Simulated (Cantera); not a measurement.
A perfectly stirred reactor is fed with 32.2 % H2, 44.7 % O2, 22.8 % N2, 0.224 % H2O, at 100.0 Torr; it is held at 1250 K, and followed from long to short residence time.

Computed with Cantera and GRI-Mech 3.0 (53 species, 325 reactions). The temperature is held fixed by assumption; the heat of reaction is taken as removed at once.

x: mole fraction; the columns are a selection and need not sum to one.

```json
[
 {"τ (s)": "20", "x H2": "3.35e-5", "x O2": "0.341", "x H2O2": "2.08e-7", "x O": "1.73e-5", "x H": "7.33e-7", "x NO2": "3.05e-9"},
 {"τ (s)": "5.9", "x H2": "(withheld)", "x O2": "0.341", "x H2O2": "(withheld)", "x O": "(withheld)", "x H": "(withheld)", "x NO2": "(withheld)"},
 {"τ (s)": "1.8", "x H2": "0.000166", "x O2": "0.341", "x H2O2": "6.17e-7", "x O": "8.99e-5", "x H": "8.40e-6", "x NO2": "1.50e-9"},
 {"τ (s)": "0.52", "x H2": "0.000378", "x O2": "0.341", "x H2O2": "1.01e-6", "x O": "0.000210", "x H": "2.95e-5", "x NO2": "7.83e-10"},
 {"τ (s)": "0.16", "x H2": "0.000817", "x O2": "0.341", "x H2O2": "1.57e-6", "x O": "0.000469", "x H": "9.65e-5", "x NO2": "4.54e-10"},
 {"τ (s)": "0.047", "x H2": "0.00179", "x O2": "0.341", "x H2O2": "2.36e-6", "x O": "0.00107", "x H": "0.000330", "x NO2": "3.37e-10"},
 {"τ (s)": "0.014", "x H2": "0.00383", "x O2": "0.340", "x H2O2": "3.33e-6", "x O": "0.00237", "x H": "0.00110", "x NO2": "3.05e-10"},
 {"τ (s)": "0.0041", "x H2": "(withheld)", "x O2": "0.339", "x H2O2": "(withheld)", "x O": "(withheld)", "x H": "(withheld)", "x NO2": "2.85e-10"},
 {"τ (s)": "0.0012", "x H2": "0.0164", "x O2": "0.337", "x H2O2": "5.18e-6", "x O": "0.0109", "x H": "0.0118", "x NO2": "2.52e-10"},
 {"τ (s)": "0.00037", "x H2": "0.0313", "x O2": "0.334", "x H2O2": "5.23e-6", "x O": "0.0205", "x H": "0.0326", "x NO2": "1.98e-10"}
]
```

Fill in the missing entries.


- 5.9, x H2: 7.55e-5
- 5.9, x H2O2: 3.69e-7
- 5.9, x O: 3.99e-5
- 5.9, x H: 2.52e-6
- 5.9, x NO2: 2.41e-9
- 0.0041, x H2: 0.00804
- 0.0041, x H2O2: 4.39e-6
- 0.0041, x O: 0.00518
- 0.0041, x H: 0.00368
